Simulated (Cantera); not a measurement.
Standard-state values (1 bar) from the NASA 1993 polynomials, evaluated with Cantera. Values are per mole of reaction as written; species without (g) are pure solids or liquids, kept so even where they would boil at 1 bar. VN: taken at fixed stoichiometry.

**Question.** Between 1400 and 2075 K, where is each reaction favourable under standard conditions?
- N₂(g) + 2 VO₂(g) ⇌ 2 O₂(g) + 2 VN

**Answer.** 
- N₂(g) + 2 VO₂(g) ⇌ 2 O₂(g) + 2 VN: ΔG° is 337 kJ at 1400 K and 461 kJ at 2075 K; it stays positive (K < 1). ΔH° is 96 kJ and ΔS° -176 J/K at 2075 K.
